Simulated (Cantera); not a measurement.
Charge: 1 mol BF₃, 0.18 mol O₂, at 57.0 Torr.

Equilibrium computed with Cantera from the NASA thermochemical tables; the gas is ideal and each condensed phase is pure. Candidate condensed phases: B, B₂O₃; 21 gas species. The numbers say what is thermodynamically allowed, not how fast it happens.

Problem. At 1402 °C, list the 6 most abundant gas species with their mole fractions, and the condensed phases.

Solution. BF₃ 0.847, O₂ 0.152, F 0.000549, BOF 0.000258, O 4.84e-5, BOF₂ 3.20e-5. Condensed: gas only.
